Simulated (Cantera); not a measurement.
Cantera with NASA thermochemical tables; ideal gases at 1 bar, condensed phases pure. Values are per mole of reaction as written; species without (g) are pure solids or liquids, kept so even where they would boil at 1 bar.

Q: Between 498 and 648 K, where is each reaction favourable under standard conditions?
- 10 N2(g) + P4O10 = P4(g) + 10 N2O(g)

A: 
- 10 N2(g) + P4O10 = P4(g) + 10 N2O(g): ΔG° is 3721 kJ at 498 K and 3676 kJ at 648 K; it stays positive (K < 1). ΔH° is 3864 kJ and ΔS° 290 J/K at 648 K.
